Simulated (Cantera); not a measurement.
A closed system holds: 1 mol Fe2O3, 2.4 mol CO, at 2173 K and 1.00 Torr.

Method: chemical equilibrium by Gibbs-energy minimisation in Cantera with the NASA 1993 tables (ideal gas, pure condensed phases). Candidate condensed phases: C, Fe, Fe(CO)5, FeO, Fe2O3, Fe3O4; 15 gas species. The tables' stoichiometric FeO is somewhat more stable than real wüstite, so its field is too wide. FeO: taken at fixed stoichiometry. The numbers say what is thermodynamically allowed, not how fast it happens.

Base state: CO2 0.421, CO 0.387, Fe 0.138, FeO 0.0227, O2 0.0221, O 0.00925 (mole fractions); condensed: FeO(l).

Problem. What changes in the equilibrium state with this change: CO from 2.4 to 1 mol?

Solution. 
```
species       before   after
-----------  -------  ------
CO2            0.421   0.557
CO             0.387   0.215
O2            0.0221   0.125
O            0.00925  0.0220
Fe             0.138  0.0577
FeO           0.0227  0.0227
FeO(l), mol     1.52    1.90
```

Problem. What changes in the equilibrium state with this change: 0.015 mol H2S added?

Solution. 
| species | before | after |
|---|---|---|
| CO2 | 0.421 | 0.408 |
| CO | 0.387 | 0.386 |
| Fe | 0.138 | 0.141 |
| SO2 | 0 | 0.00442 |
| O2 | 0.0221 | 0.0209 |
| FeO | 0.0227 | 0.0227 |
| H | 0 | 0.00267 |
| H2O | 0 | 0.00224 |
| FeO(l), mol | 1.52 | 1.50 |
Further candidate phases: C6H6, C7H8, C8H18, Fe(OH)2, Fe(OH)3, FeS, FeSO4, FeS2, Fe2(SO4)3, H2O, H2SO4, S.
